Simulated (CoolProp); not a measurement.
Saturation properties of CHF3 (R23).

Computed with CoolProp (reference Helmholtz-energy equation of state, Penoncello 2003).

```csv
T (°C),p (kPa),liquid density (kg/m³),enthalpy of vaporisation (kJ/kg),surface tension (mN/m)
-116.75,7.999,1572,265.7,23.5
-103.95,23.50,1527,256.4,21.0
-91.15,57.95,1480,246.7,18.6
-78.35,124.7,1432,236.3,16.2
-65.55,241.0,1381,225.2,13.8
-52.65,429.3,1327,212.7,11.4
-39.85,710.5,1269,198.8,9.13
-27.05,1112,1205,182.9,6.93
-14.25,1664,1133,164.0,4.86
```

It boils at -82.0 °C under 1 atm.

Surface tension comes from a separate correlation (Mulero 2012).
